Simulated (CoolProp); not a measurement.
Computed with CoolProp (reference Helmholtz-energy equation of state, Schroeder 2014).

Give the vapour pressure (MPa), enthalpy of vaporisation (kJ/kg), liquid cp (kJ/(kg K)), liquid viscosity (µPa s) of saturated ethanol at 414.9, 445 K.


| T (K) | p (MPa) | enthalpy of vaporisation (kJ/kg) | liquid cp (kJ/(kg K)) | liquid viscosity (µPa s) |
|---|---|---|---|---|
| 414.9 | 0.793 | 712 | 3.72 | 189 |
| 445 | 1.66 | 618 | 4.13 | 130 |

Viscosity comes from a separate model (Kiselev 2005).
